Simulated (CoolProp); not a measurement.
Carbon dioxide along the isobar 3430 kPa: fugacity coefficient from the reference equation and from simpler models built on Tc = 31.0 °C, pc = 7377 kPa, ω = 0.224; each cubic takes its own stable root.

Values from CoolProp's reference Helmholtz-energy equation of state, Span 1996.

| T (°C) | phase | reference | van der Waals | Redlich-Kwong | Soave-Redlich-Kwong | Peng-Robinson |
|---|---|---|---|---|---|---|
| -37.65 | liquid | 0.2950 | 0.6002 | 0.3785 | 0.2995 | 0.2928 |
| -27.85 | liquid | 0.3975 | 0.6978 | 0.4870 | 0.4038 | 0.3940 |
| -18.15 | liquid | 0.5168 | 0.7884 | 0.6070 | 0.5250 | 0.5117 |
| -8.35 | liquid | 0.6540 | 0.8073 | 0.7382 | 0.6638 | 0.6466 |
| 1.35 | gas | 0.7783 | 0.8236 | 0.7916 | 0.7836 | 0.7687 |
| 11.05 | gas | 0.8036 | 0.8380 | 0.8118 | 0.8068 | 0.7920 |
| 20.85 | gas | 0.8251 | 0.8510 | 0.8295 | 0.8272 | 0.8124 |
| 30.55 | gas | 0.8433 | 0.8624 | 0.8449 | 0.8448 | 0.8302 |
| 40.25 | gas | 0.8590 | 0.8727 | 0.8585 | 0.8604 | 0.8460 |
| 50.05 | gas | 0.8729 | 0.8821 | 0.8708 | 0.8743 | 0.8602 |
| 59.75 | gas | 0.8850 | 0.8905 | 0.8816 | 0.8866 | 0.8728 |
| 69.55 | gas | 0.8959 | 0.8982 | 0.8914 | 0.8977 | 0.8842 |

At some of these states van der Waals gives the other phase, because its saturation line lies elsewhere.
